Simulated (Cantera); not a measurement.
Mixture: C3H8 : O2 : N2 = 1 : 6.94 : 42.4 (molar parts), at 0.330 bar, adiabatic and at constant volume. Ignition delay is the time to a rise of 400 K.

Detailed kinetics in Cantera: GRI-Mech 3.0 (53 species, 325 reactions). GRI-Mech 3.0 was tuned for natural gas; its chemistry of propane as a main component is partial and can be far from experiment.

### Question
What does this change do: pressure from 0.330 bar to 5.00 bar?

### Answer
| quantity | before | after |
|---|---|---|
| delay at 1023 K | 0.879 s | 0.121 s |
| delay at 1223 K | 7.77 ms | 2.13 ms |
| delay at 1423 K | 0.389 ms | 87.5 µs |
| delay at 1623 K | 80.3 µs | 11.7 µs |
| delay at 1823 K | 33.7 µs | 3.66 µs |
| apparent activation energy between 1623 and 1823 K | 110 kJ/mol | 140 kJ/mol |
